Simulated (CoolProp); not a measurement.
Vapour-liquid equilibrium of R134a (1) + R1234ze(E) (2) at 235.5 K; x and y are mole fractions of (1).

The numbers come from the multi-fluid Helmholtz-energy mixture model, Tillner-Roth 1994 and Thol 2016; pair parameters Bell 2022 in CoolProp.

```csv
x,bubble pressure (MPa),y at the bubble point,dew pressure at overall composition x (MPa),liquid density (mol/L)
0.05,0.04321,0.084,0.04255,11.87
0.2,0.04716,0.283,0.04550,12.14
0.35,0.05020,0.440,0.04848,12.43
0.5,0.05261,0.575,0.05131,12.72
0.65,0.05458,0.702,0.05381,13.04
0.8,0.05618,0.828,0.05585,13.36
0.95,0.05748,0.956,0.05742,13.71
```

No azeotrope shows between x = 0.05 and 0.95.

Pair parameters are fitted to limited data, so mixtures are less certain than the pure fluids.
